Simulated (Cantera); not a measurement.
A perfectly stirred reactor is fed with CH4 : C2H6 : O2 : N2 = 1 : 0.66 : 3.92 : 34.5 (molar parts), at 1.00 bar; it is adiabatic with a 773 K inlet, and is followed from long to short residence time, starting on the burning branch (τ in s: 0.25, 0.082, 0.027, 0.0087, 0.0028, 0.00092, 0.0003, 9.7e-05, 3.2e-05, 1e-05, 3.3e-06).

Detailed kinetics in Cantera: GRI-Mech 3.0 (53 species, 325 reactions).

x: mole fraction; the columns are a selection and need not sum to one.

```csv
τ (s),T (K),x CH4,x C2H6,x O2,x HO2,x CO,x C2H2,x NO2
0.25,1806,4.43e-6,3.24e-7,0.000251,7.80e-8,0.0129,3.94e-6,2.26e-9
0.082,1798,7.02e-6,6.91e-7,0.000542,1.76e-7,0.0132,4.75e-6,3.50e-9
0.027,1784,1.27e-5,1.48e-6,0.00108,3.60e-7,0.0138,5.61e-6,4.76e-9
0.0087,1762,2.61e-5,3.31e-6,0.00199,6.87e-7,0.0149,6.76e-6,5.46e-9
0.0028,1732,6.10e-5,7.94e-6,0.00342,1.27e-6,0.0166,8.90e-6,5.15e-9
0.00092,1690,___,___,___,___,___,___,___
0.00030,773,0.0250,0.0165,0.0978,<1e-12,<1e-12,<1e-12,<1e-12
9.7e-5,773,0.0250,0.0165,0.0978,<1e-12,<1e-12,<1e-12,<1e-12
3.2e-5,773,0.0250,0.0165,0.0978,<1e-12,<1e-12,<1e-12,<1e-12
1.0e-5,773,0.0250,0.0165,0.0978,<1e-12,<1e-12,<1e-12,<1e-12
3.3e-6,773,0.0250,0.0165,0.0978,<1e-12,<1e-12,<1e-12,<1e-12
```

**Question.** Complete the blanks.

**Answer.** 
- 0.00092, x CH4: 0.000170
- 0.00092, x C2H6: 2.19e-5
- 0.00092, x O2: 0.00589
- 0.00092, x HO2: 2.55e-6
- 0.00092, x CO: 0.0198
- 0.00092, x C2H2: 1.49e-5
- 0.00092, x NO2: 4.15e-9
